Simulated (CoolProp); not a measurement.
Model: reference Helmholtz-energy equation of state, Gao 2022, in CoolProp.

Task: Give the vapour pressure (MPa), liquid density (kg/m³), vapour density (kg/m³), enthalpy of vaporisation (kJ/kg) of saturated n-perfluorohexane at 361.7, 372.3, 382.9 K.

Result: 
| T (K) | p (MPa) | liquid density (kg/m³) | vapour density (kg/m³) | enthalpy of vaporisation (kJ/kg) |
|---|---|---|---|---|
| 361.7 | 0.263 | 1470 | 33.8 | 74.8 |
| 372.3 | 0.348 | 1430 | 44.9 | 71.0 |
| 382.9 | 0.451 | 1380 | 59.1 | 67.0 |
